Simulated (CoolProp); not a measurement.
Nitrogen at 305.94 K and 1.9 MPa flows at 14 m/s in a round tube of 10 mm bore and 0.25 µm roughness, fully developed (64/Re and Nu = 3.66 if laminar; Colebrook and Gnielinski if turbulent). Each further row changes one setting.

The numbers come from the reference Helmholtz-energy equation of state, Span 2000 in CoolProp.

```csv
case,Reynolds number,Darcy friction factor,pressure drop (Pa/m),heat-transfer coefficient (W/(m² K)),mass flow (kg/h)
as stated,159000,0.0165,3400,724,83.0
velocity 28 m/s,319000,0.0146,12000,1270,166
diameter 20 mm,319000,0.0144,1480,629,332
```

Viscosity comes from a separate model (Lemmon 2004). Thermal conductivity comes from a separate model (Lemmon 2004).
